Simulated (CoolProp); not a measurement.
A Linde-Hampson liquefier for methane: isothermal reversible compression at 250 K from 1 atm to 30 MPa, throttling to 1 atm, return gas leaving the recuperator 10 K below the feed. Each further row changes one setting.

The numbers come from the reference Helmholtz-energy equation of state, Setzmann 1991 in CoolProp.

```json
[
 {"case": "as stated", "liquid yield per pass": "___", "compression work (kJ/kg of gas)": "653"},
 {"case": "high pressure 60 MPa", "liquid yield per pass": "0.319", "compression work (kJ/kg of gas)": "___"},
 {"case": "warm-end temperature 280 K", "liquid yield per pass": "0.259", "compression work (kJ/kg of gas)": "763"},
 {"case": "warm-end gap 15 K", "liquid yield per pass": "___", "compression work (kJ/kg of gas)": "653"}
]
```

Task: Some entries are withheld; supply them.

Result: 
- as stated, liquid yield per pass: 0.335
- high pressure 60 MPa, compression work (kJ/kg of gas): 751
- warm-end gap 15 K, liquid yield per pass: 0.326
